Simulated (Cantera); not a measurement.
An adiabatic, constant-pressure homogeneous reactor starts with CH₄ : O₂ : N₂ : CO₂ = 1 : 2 : 22 : 5.3 (molar parts), equivalence ratio 1.0, at 1625 K and 0.987 atm.

Model: GRI-Mech 3.0 (53 species, 325 reactions), integrated in Cantera.

### Question
Predict: time of steepest temperature rise; temperature at 4.00 s; equilibrium temperature; x(O₂) at 4.00 s; x(CO₂) at 4.00 s; x(N₂O) at 4.00 s.

### Answer
time of steepest temperature rise: 1.12 ms
temperature at 4.00 s: 2163 K
equilibrium temperature: 2163 K
x(O₂) at 4.00 s: 0.00534 (gas-phase equilibrium 0.00534)
x(CO₂) at 4.00 s: 0.194 (gas-phase equilibrium 0.194)
x(N₂O) at 4.00 s: 9.44e-8 (gas-phase equilibrium 9.44e-8)
